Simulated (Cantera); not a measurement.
An isothermal plug-flow reactor at 600 K and 0.405 atm (inlet), inlet velocity 1.1 m/s, active area per volume 3100 1/m; feed CO : O2 : N2 : H2O = 0.016 : 0.017 : 0.79 : 0.054 (molar parts), equivalence ratio 0.47.

Model: Deutschmann's 1995 Pt surface mechanism with GRI-Mech 3.0 gas chemistry, integrated in Cantera. Catalytic surfaces can have several steady states; this one follows from the mechanism file's or the stated starting coverage. Mass transfer to the wall is taken as infinitely fast.

Q: What does this change do: inlet velocity 1.1 to 2.4 m/s?

A: 
```json
[
 {"quantity": "x(CO) at z = 0.012 m", "before": "0.0173", "after": "0.0178"},
 {"quantity": "x(O2) at z = 0.012 m", "before": "0.0189", "after": "0.0192"},
 {"quantity": "x(H2O) at z = 0.012 m", "before": "0.0616", "after": "0.0616"},
 {"quantity": "x(CO2) at z = 0.012 m", "before": "0.000938", "after": "0.000426"},
 {"quantity": "θ(free Pt) at the exit", "before": "0.00909", "after": "0.00895"},
 {"quantity": "θ(O*) at the exit", "before": "0.00119", "after": "0.00117"},
 {"quantity": "θ(CO*) at the exit", "before": "0.989", "after": "0.990"}
]
```

Q: What does this change do: area per volume 3100 to 1400 1/m?

A: 
| quantity | before | after |
|---|---|---|
| x(CO) at z = 0.012 m | 0.0173 | 0.0178 |
| x(O2) at z = 0.012 m | 0.0189 | 0.0192 |
| x(H2O) at z = 0.012 m | 0.0616 | 0.0616 |
| x(CO2) at z = 0.012 m | 0.000938 | 0.000420 |
| θ(free Pt) at the exit | 0.00909 | 0.00895 |
| θ(O*) at the exit | 0.00119 | 0.00117 |
| θ(CO*) at the exit | 0.989 | 0.990 |
